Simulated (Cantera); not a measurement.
Adiabatic ignition

An adiabatic, constant-pressure homogeneous reactor starts with CO : H2 : O2 : N2 = 1 : 0.063 : 1.4 : 5.26 (molar parts), equivalence ratio 0.38, at 1150 K and 1.01 bar.

Cantera simulation using GRI-Mech 3.0 (53 species, 325 reactions); the numbers are that mechanism's predictions, not measurements.

```
t (s)     T (K)     x CO      x H2   x O2       x H      x OH      x NO
--------  -----  -------  --------  -----  --------  --------  --------
2.00e-6    1150    0.129   0.00816  0.181  1.03e-10  4.71e-11    <1e-12
8.73e-6    1150    0.129   0.00816  0.181  9.96e-10  6.01e-10    <1e-12
3.81e-5    1150    0.129   0.00816  0.181   2.15e-8   1.28e-8    <1e-12
0.000166   1153    0.129   0.00776  0.181  0.000143   9.61e-5  2.34e-10
0.000725   1908   0.0260  0.000289  0.124   0.00176   0.00299   3.68e-5
0.00316    2145  0.00639   6.92e-5  0.122  0.000134   0.00189  0.000207
0.0138     2188  0.00226   2.56e-5  0.121   2.76e-5   0.00120  0.000540
0.0602     2187  0.00217   2.46e-5  0.120   2.60e-5   0.00117   0.00159
0.263      2180  0.00208   2.38e-5  0.118   2.46e-5   0.00114   0.00492
1.15       2173  0.00200   2.30e-5  0.117   2.32e-5   0.00110   0.00835
5.00       2173  0.00200   2.30e-5  0.117   2.32e-5   0.00110   0.00852
```
x: mole fraction; the columns are a selection and need not sum to one.

```yaml
time_of_steepest_temperature_rise: 0.237 ms
temperature at 5.00 s: 2173 K
equilibrium_temperature: 2173 K
x(CO) at 5.00 s: 0.00200 (gas-phase equilibrium 0.00200)
x(H2) at 5.00 s: 2.30e-5 (gas-phase equilibrium 2.30e-5)
x(O2) at 5.00 s: 0.117 (gas-phase equilibrium 0.117)
```
